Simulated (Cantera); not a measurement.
Adiabatic ignition

An adiabatic, constant-volume homogeneous reactor starts with CH₃OH : O₂ : N₂ = 1 : 0.56 : 4.7 (molar parts), equivalence ratio 2.7, at 1323 K and 10.0 bar.

Detailed kinetics in Cantera: GRI-Mech 3.0 (53 species, 325 reactions). GRI-Mech 3.0 was tuned for natural gas; its chemistry of methanol as a main component is partial and can be far from experiment.

```
t (s)     T (K)  P (bar)   x CH₃OH     x O₂     x H₂O     x C₂H    x C₂H₆     x N₂O
--------  -----  -------  --------  -------  --------  --------  --------  --------
4.00e-6    1323     10.0     0.160   0.0895   3.54e-6    <1e-12  2.80e-10  4.39e-12
8.72e-6    1323     10.0     0.160   0.0894   7.84e-6    <1e-12  9.10e-10  2.21e-11
1.90e-5    1323     10.0     0.160   0.0894   1.84e-5    <1e-12   2.22e-9  1.07e-10
4.14e-5    1323     10.0     0.160   0.0894   5.58e-5    <1e-12   4.63e-9  4.91e-10
9.02e-5    1324     10.0     0.159   0.0892  0.000294    <1e-12   8.52e-9   2.22e-9
0.000197   1359     10.4     0.142   0.0814    0.0102    <1e-12   1.17e-8   1.89e-8
0.000428   2190     20.4   2.39e-8  5.01e-8     0.126  7.28e-10  3.88e-10   1.03e-9
0.000934   2190     20.4   4.69e-9  5.02e-8     0.126  1.43e-10  1.63e-11   1.03e-9
0.00203    2190     20.4  1.56e-10  5.03e-8     0.126  3.40e-12    <1e-12   1.04e-9
0.00443    2190     20.4  2.54e-11  5.03e-8     0.126    <1e-12    <1e-12   1.04e-9
0.00966    2190     20.4  2.54e-11  5.03e-8     0.126    <1e-12    <1e-12   1.05e-9
0.0211     2190     20.4  2.54e-11  5.03e-8     0.126    <1e-12    <1e-12   1.07e-9
0.0459     2190     20.4  2.54e-11  5.03e-8     0.126    <1e-12    <1e-12   1.11e-9
0.100      2190     20.4  2.54e-11  5.03e-8     0.126    <1e-12    <1e-12   1.16e-9
```
x: mole fraction; the columns are a selection and need not sum to one.

```yaml
time_of_steepest_temperature_rise: 0.213 ms
temperature at 0.100 s: 2190 K
equilibrium_temperature: 2190 K
x(CH₃OH) at 0.100 s: 2.54e-11 (gas-phase equilibrium 2.60e-11)
x(O₂) at 0.100 s: 5.03e-8 (gas-phase equilibrium 5.03e-8)
x(H₂O) at 0.100 s: 0.126 (gas-phase equilibrium 0.126)
```
